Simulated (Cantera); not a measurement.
**Premixed flame**

A freely propagating, adiabatic, planar premixed flame of 11.4 % CH₄, 17.5 % O₂, 65.6 % N₂, 5.56 % H₂O, unburnt at 575 K and 0.150 bar; mixture-averaged transport, grid criteria slope 0.08 and curve 0.16, no radiation.

Computed with Cantera and GRI-Mech 3.0 (53 species, 325 reactions). Burning velocities carry a grid error of a few per cent, more on coarse grids.

```csv
z (mm),T (K),u (m/s),x CH₄,x O₂,x H₂O,x HCO,x OH,x CO
-6.50,575,1.21,0.113,0.174,0.0555,<1e-8,<1e-8,2.03e-6
-4.33,577,1.22,0.113,0.174,0.0555,<1e-8,<1e-8,3.48e-5
-3.25,585,1.24,0.111,0.172,0.0563,<1e-8,1.49e-7,0.000218
-2.17,655,1.40,0.105,0.167,0.0636,<1e-8,3.60e-6,0.00218
-1.08,1053,2.31,0.0735,0.133,0.104,1.73e-6,4.81e-5,0.0189
-0.542,1426,3.18,0.0403,0.0918,0.144,2.46e-5,0.000361,0.0411
0,1760,3.97,0.0113,0.0468,0.183,6.59e-5,0.00172,0.0643
0.542,1920,4.34,0.00142,0.0192,0.204,3.36e-5,0.00412,0.0713
1.08,1962,4.43,0.000109,0.00838,0.210,5.11e-6,0.00573,0.0669
2.17,1979,4.45,5.69e-7,0.00355,0.210,7.46e-8,0.00637,0.0588
4.33,1990,4.46,<1e-8,0.00270,0.209,2.96e-8,0.00624,0.0545
8.66,2005,4.49,<1e-8,0.00239,0.209,2.71e-8,0.00598,0.0539
17.3,2027,4.53,<1e-8,0.00196,0.211,2.38e-8,0.00554,0.0540
```
x: mole fraction of selected species; z is measured from the peak of heat release.

```
Item                        Result
------------------------  --------
laminar burning velocity  121 cm/s
thermal thickness          2.17 mm
peak x(HCO)                6.62e-5
peak x(OH)                 0.00637
peak x(CO)                  0.0713
grid points                    163
```
